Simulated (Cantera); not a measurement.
Mixture: 12.3 % CH₃OH, 18.4 % O₂, 69.3 % N₂, equivalence ratio 1.0, at 1.01 bar, adiabatic and at constant volume. Ignition delay is the time to a rise of 400 K.

Detailed kinetics in Cantera: GRI-Mech 3.0 (53 species, 325 reactions). GRI-Mech 3.0 was tuned for natural gas; its chemistry of methanol as a main component is partial and can be far from experiment.

Question: Predict: delay at 1248 K; delay at 1448 K; delay at 1648 K; delay at 1848 K; delay at 2048 K; apparent activation energy between 1948 and 2148 K.

Answer: 
```
Quantity                                                 Value
--------------------------------------------------  ----------
delay at 1248 K                                        4.29 ms
delay at 1448 K                                       0.337 ms
delay at 1648 K                                        56.6 µs
delay at 1848 K                                        15.2 µs
delay at 2048 K                                        5.57 µs
apparent activation energy between 1948 and 2148 K  150 kJ/mol
```
